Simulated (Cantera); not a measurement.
Charge: 1 mol MgO, a varied amount of Cl2, at 26.0 Pa.

Equilibrium computed with Cantera from the NASA thermochemical tables; the gas is ideal and each condensed phase is pure. Candidate condensed phases: Mg, MgCl2, MgO; 11 gas species. Equilibrium is a limit: real reactors are often held back by kinetics, nucleation or transport.

Stable condensed phases, one row left out:

```
T in K \ n(Cl2) in mol
         3.8   5 6.7 8.9  12  16  21  28
   1250    A   A   A   A   A   A   A   A
   1200    A   A   A   A   A   A   A   A
   1100    B   B   B   A   A   A   A   A
   1050    B   B   B   B   B   B   A   A
   1000    B   B   B   B   B   B   B   B
    950    B   B   B   B   B   B   B   B
    900    B   B   B   B   B   B   B   B
    850    B   B   B   B   B   B   B   B
```

A: gas only; B: MgO.

Question: Give the row for 1150 K.

Answer: 3.8: MgO; 5: gas only; 6.7: gas only; 8.9: gas only; 12: gas only; 16: gas only; 21: gas only; 28: gas only.
